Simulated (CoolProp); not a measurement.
Saturation properties of hydrogen chloride (Tc = 51.5 °C, pc = 8314 kPa, ω = 0.130).

Model: reference Helmholtz-energy equation of state, Thol 2018, in CoolProp.

```
T (°C)  p (kPa)  vapour density (kg/m³)  enthalpy of vaporisation (kJ/kg)
------  -------  ----------------------  --------------------------------
-22.05     1388                   29.10                             357.1
-18.75     1534                     ___                               ___
-15.45     1691                   35.55                             344.7
-12.15      ___                   39.20                             338.2
-8.85      2040                   43.18                             331.3
-5.65      2228                     ___                               ___
-2.35      2434                   52.09                             317.0
0.95        ___                   57.24                             309.3
4.25       2889                   62.87                               ___
```

### Question
Some entries are withheld; supply them.

### Answer

- -18.75, vapour density (kg/m³): 32.19
- -18.75, enthalpy of vaporisation (kJ/kg): 351.0
- -12.15, p (kPa): 1859
- -5.65, vapour density (kg/m³): 47.38
- -5.65, enthalpy of vaporisation (kJ/kg): 324.4
- 0.95, p (kPa): 2654
- 4.25, enthalpy of vaporisation (kJ/kg): 301.1

It boils at -85.0 °C under 1 atm.
